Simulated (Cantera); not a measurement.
Feed: 1 mol PbO, 0.048 mol CO, 8 mol N2, held at 1025 K and 0.00120 bar.

These are equilibrium values from Cantera (NASA tables, ideal gas, pure condensed phases), not measurements of a reactor. Candidate condensed phases: C, Pb, PbO, PbO2, Pb3O4; 27 gas species. Kinetics and transport are ignored.

Base state: N2 0.988, Pb 0.00593, CO2 0.00593, PbO 0.000571 (mole fractions); condensed: PbO(yellow).

What changes in the equilibrium state with this change: CO from 0.048 to 0.16 mol?


```csv
species,before,after
N2,0.988,0.961
CO2,0.00593,0.0192
Pb,0.00593,0.0192
PbO,0.000571,0.000571
"PbO(yellow), mol",0.947,0.835
```

What changes in the equilibrium state with this change: temperature from 1025 K to 1248 K?


```csv
species,before,after
N2,0.988,0.878
PbO,0.000571,0.0901
Pb,0.00593,0.0197
O2,1.61e-8,0.00717
NO,1.27e-8,5.43e-5
CO2,0.00593,0.00527
"PbO(yellow), mol",0.947,0
```
Gases not in the tables: (PbO)n polymers.
